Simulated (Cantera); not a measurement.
Input (Python, Cantera):

```python
import numpy as np
import cantera as ct

gas = ct.Solution("gri30.yaml", transport_model="multicomponent")
show = ['CH3', 'CH4', 'H']

rows = []
print(f"{'T/K':>7s}{'rho':>11s}{'cp':>10s}{'mu':>11s}{'lambda':>11s}{'Pr':>7s}" + "".join(f"{'D_' + s:>11s}" for s in show))
for T in [400, 650, 900, 1150, 1400, 1650, 1900, 2150, 2400]:
    gas.TPX = T, 100000, {'CH4': 0.4, 'N2': 0.75}
    Pr = gas.cp_mass * gas.viscosity / gas.thermal_conductivity
    D = [gas.mix_diff_coeffs_mole[gas.species_index(s)] for s in show]
    rows.append([gas.density, gas.cp_mass, gas.viscosity, gas.thermal_conductivity, Pr, *D])
    print(f"{T:7g}{gas.density:11.4e}{gas.cp_mass:10.1f}{gas.viscosity:11.4e}"
          f"{gas.thermal_conductivity:11.4e}{Pr:7.3f}" + "".join(f"{d:11.4e}" for d in D))
print("SI units: kg/m3, J/kg/K, Pa s, W/m/K, m2/s")
```

Result:

```
    T/K        rho        cp         mu     lambda     Pr      D_CH3      D_CH4        D_H
    400 7.1713e-01    1392.8 1.9844e-05 3.8735e-02  0.714 3.8412e-05 3.7826e-05 2.0023e-04
    650 4.4131e-01    1643.5 2.7909e-05 6.4618e-02  0.710 8.8945e-05 8.7223e-05 4.6385e-04
    900 3.1872e-01    1882.7 3.4702e-05 9.2252e-02  0.708 1.5426e-04 1.5102e-04 8.0462e-04
   1150 2.4944e-01    2076.7 4.0764e-05 1.1975e-01  0.707 2.3263e-04 2.2756e-04 1.2135e-03
   1400 2.0489e-01    2222.1 4.6337e-05 1.4587e-01  0.706 3.2294e-04 3.1577e-04 1.6847e-03
   1650 1.7385e-01    2333.8 5.1549e-05 1.7064e-01  0.705 4.2440e-04 4.1487e-04 2.2141e-03
   1900 1.5097e-01    2419.9 5.6478e-05 1.9406e-01  0.704 5.3639e-04 5.2427e-04 2.7984e-03
   2150 1.3342e-01    2487.4 6.1178e-05 2.1626e-01  0.704 6.5842e-04 6.4348e-04 3.4351e-03
   2400 1.1952e-01    2541.6 6.5685e-05 2.3744e-01  0.703 7.9009e-04 7.7210e-04 4.1220e-03
SI units: kg/m3, J/kg/K, Pa s, W/m/K, m2/s
```

Cantera simulation using GRI-Mech 3.0 (53 species, 325 reactions); the numbers are that mechanism's predictions, not measurements. The composition is frozen, though it would react at the higher temperatures.
